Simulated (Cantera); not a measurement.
Thermodynamics of nitride etching, feed Si3N4 + H2O + H2

Charge: 1 mol Si3N4, 0.42 mol H2O, 14 mol H2, equilibrated at 1.00 bar.

Equilibrium computed with Cantera from the NASA thermochemical tables; the gas is ideal and each condensed phase is pure. Candidate condensed phases: H2O, Si, SiO2, Si2N2O, Si3N4; 35 gas species. Mutual solubility and eutectic melting of coexisting phases are not modelled. The tables' values for SiN are old estimates; treat these amounts as uncertain. Gases not in the tables: Si2H6 and higher silanes. Equilibrium is a limit: real reactors are often held back by kinetics, nucleation or transport.

```json
[
 {"T (K)": "1273", "x H2": "0.990", "x N2": "0.00961", "x SiO": "3.70e-11", "x H": "7.10e-7", "x Si": "<1e-12", "x SiH2": "4.04e-11", "x SiH": "<1e-12", "n Si2N2O(s)": "0.420", "n Si3N4(s)": "0.720", "n Si(l)": "0"},
 {"T (K)": "1423", "x H2": "0.990", "x N2": "0.00961", "x SiO": "1.20e-8", "x H": "6.61e-6", "x Si": "1.52e-11", "x SiH2": "5.20e-9", "x SiH": "6.80e-11", "n Si2N2O(s)": "0.420", "n Si3N4(s)": "0.720", "n Si(l)": "0"},
 {"T (K)": "1573", "x H2": "0.990", "x N2": "0.00961", "x SiO": "1.26e-6", "x H": "4.05e-5", "x Si": "3.97e-9", "x SiH2": "2.62e-7", "x SiH": "9.50e-9", "n Si2N2O(s)": "0.420", "n Si3N4(s)": "0.720", "n Si(l)": "0"},
 {"T (K)": "1723", "x H2": "0.990", "x N2": "0.00964", "x SiO": "5.77e-5", "x H": "0.000181", "x Si": "3.86e-7", "x SiH2": "6.59e-6", "x SiH": "5.52e-7", "n Si2N2O(s)": "0.419", "n Si3N4(s)": "0.720", "n Si(l)": "0"},
 {"T (K)": "1873", "x H2": "0.971", "x N2": "0.0276", "x SiO": "0.000990", "x H": "0.000636", "x Si": "8.82e-6", "x SiH2": "4.76e-5", "x SiH": "8.10e-6", "n Si2N2O(s)": "0.405", "n Si3N4(s)": "0.592", "n Si(l)": "0.397"},
 {"T (K)": "2023", "x H2": "0.873", "x N2": "0.111", "x SiO": "0.0148", "x H": "0.00177", "x Si": "5.69e-5", "x SiH2": "0.000105", "x SiH": "3.42e-5", "n Si2N2O(s)": "0.175", "n Si3N4(s)": "0", "n Si(l)": "2.40"},
 {"T (K)": "2173", "x H2": "0.852", "x N2": "0.118", "x SiO": "0.0249", "x H": "0.00445", "x Si": "0.000283", "x SiH2": "0.000223", "x SiH": "0.000122", "n Si2N2O(s)": "0", "n Si3N4(s)": "0", "n Si(l)": "2.57"}
]
```
x: gas mole fraction; n: condensed amount in mol.

From 1273 K to 1723 K the condensed part is Si2N2O(s) + Si3N4(s). At 1873 K the condensed part is Si(l) + Si2N2O(s) + Si3N4(s). At 2023 K the condensed part is Si(l) + Si2N2O(s). At 2173 K the condensed part is Si(l).
